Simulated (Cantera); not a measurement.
What does this Cantera script print?

```python
import numpy as np
import cantera as ct

gas_names = """
    CL CL2 H HCL H2 Si SiCL SiCL2 SiCL3 SiCL4 SiH SiHCL3 SiH2 SiH2CL2 SiH3 SiH3CL SiH4 Si2 Si3
""".split()
cond_names = """
    Si(cr) Si(L)
""".split()


# ... load() reads the species with a 1 bar reference pressure and builds the phases ...
atoms = {
    'SiCl4': {'Si': 1, 'CL': 4},
    'Cl2': {'CL': 2},
    'H2': {'H': 2},
}
top_T = {}  # K; cautious upper limits of use, not melting points


# ... equilibrate(T, P, feed) seeds the gas with the atoms and calls Mixture.equilibrate('TP', solver="vcs", rtol=1e-11, max_steps=5000) ...
results = []
T = 1198  # K
P = 73000  # Pa
for m in [0.023, 0.03, 0.039, 0.05, 0.065, 0.084, 0.11, 0.14, 0.18]:
    feed = {'SiCl4': 1, 'Cl2': m, 'H2': 23}  # mol
    mix = equilibrate(T, P, feed)
    results.append((T, P, feed, dict(zip(mix.species_names, mix.species_moles))))

top = {s: max(r[3][s] / sum(r[3][g] for g in gas_names) for r in results) for s in gas_names}
cols = sorted((s for s in top if top[s] > 1e-06), key=lambda s: -top[s])[:8]
seen = [c for c in cond_names if any(r[3].get(c, 0) > 1e-12 for r in results)]
print("log10 of partial pressures in bar; condensed amounts in mol")
print(f"{'n(Cl2)':>10s}" + "".join(f"{s[:9]:>10s}" for s in cols + seen))
for T, P, feed, n in results:
    ng = sum(n[g] for g in gas_names)
    print(f"{feed['Cl2']:10.4g}" + "".join(f"{np.log10(max(n[s] / ng * P / 1e5, 1e-99)):10.3f}" for s in cols)
          + "".join(f"{n.get(c, 0):10.4g}" for c in seen))
```

Result:

```
log10 of partial pressures in bar; condensed amounts in mol
    n(Cl2)        H2       HCL     SiCL4    SiHCL3     SiCL2     SiCL3   SiH2CL2    SiH3CL    Si(cr)
     0.023    -0.170    -1.611    -1.859    -1.988    -2.680    -2.743    -3.001    -4.577   0.03954
      0.03    -0.170    -1.610    -1.857    -1.987    -2.679    -2.742    -3.000    -4.577   0.03582
     0.039    -0.170    -1.610    -1.855    -1.985    -2.678    -2.740    -2.999    -4.576   0.03103
      0.05    -0.170    -1.609    -1.852    -1.983    -2.676    -2.737    -2.998    -4.576   0.02517
     0.065    -0.170    -1.608    -1.848    -1.980    -2.674    -2.734    -2.996    -4.575   0.01719
     0.084    -0.170    -1.607    -1.843    -1.976    -2.672    -2.731    -2.994    -4.574  0.007076
      0.11    -0.171    -1.598    -1.834    -1.977    -2.682    -2.731    -3.004    -4.595         0
      0.14    -0.172    -1.578    -1.822    -1.986    -2.710    -2.739    -3.033    -4.644         0
      0.18    -0.173    -1.553    -1.807    -1.997    -2.747    -2.751    -3.071    -4.708         0
```

Method: chemical equilibrium by Gibbs-energy minimisation in Cantera with the NASA 1993 tables (ideal gas, pure condensed phases). The tables' values for SiCl3 are old estimates; treat these amounts as uncertain.
